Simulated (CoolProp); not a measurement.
A Linde-Hampson liquefier for oxygen: isothermal reversible compression at 290 K from 1 atm to 40 MPa, throttling to 1 atm, return gas leaving the recuperator 2 K below the feed. Each further row changes one setting.

Model: reference Helmholtz-energy equation of state, Schmidt 1985, in CoolProp.

```tsv
case	liquid yield per pass	compression work (kJ/kg of gas)
as stated	0.166	441
high pressure 80 MPa	0.165	505
warm-end temperature 320 K	0.127	493
warm-end gap 7 K	0.156	441
```

Above 300 K oxygen's equation is extrapolated.
